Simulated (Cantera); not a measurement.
An isothermal, constant-pressure homogeneous reactor starts with 12.0 % CH4, 88.0 % CO2, at 1775 K and 13300 Pa.

Cantera simulation using GRI-Mech 3.0 (53 species, 325 reactions); the numbers are that mechanism's predictions, not measurements.

x: mole fraction; the columns are a selection and need not sum to one.

```tsv
t (s)	x CH4	x CO2	x C2H4	x H2	x C2H	x O2	x CO
0.000900	0.118	0.878	0.000447	0.00161	1.86e-9	6.82e-12	0.000290
0.00193	0.110	0.873	[?]	[?]	[?]	3.95e-11	[?]
0.00414	0.0901	0.851	0.00563	0.0266	1.47e-7	3.11e-10	0.00997
0.00889	0.0643	0.806	0.00317	0.0458	3.28e-7	1.19e-9	0.0332
0.0191	0.0387	0.738	0.00120	0.0441	4.85e-7	3.08e-9	0.0802
0.0410	0.0170	0.657	0.000408	0.0262	6.23e-7	7.19e-9	0.145
0.0879	0.00491	0.593	7.64e-5	0.0176	7.19e-7	1.52e-8	0.202
0.189	0.00189	0.537	1.64e-5	0.0218	5.43e-7	2.90e-8	0.261
0.405	0.00113	0.485	4.45e-6	0.0286	1.76e-7	4.01e-8	0.318
0.869	0.000277	0.456	3.02e-7	0.0331	2.04e-8	6.50e-8	0.349
1.86	[?]	0.451	6.84e-10	0.0338	1.34e-10	[?]	0.354
4.00	<1e-12	0.451	<1e-12	0.0338	<1e-12	3.08e-7	0.354
```

**Question.** Some entries are withheld; supply them.

**Answer.** 
- 0.00193, x C2H4: 0.00262
- 0.00193, x H2: 0.00766
- 0.00193, x C2H: 2.50e-8
- 0.00193, x CO: 0.00184
- 1.86, x CH4: 1.19e-6
- 1.86, x O2: 1.64e-7
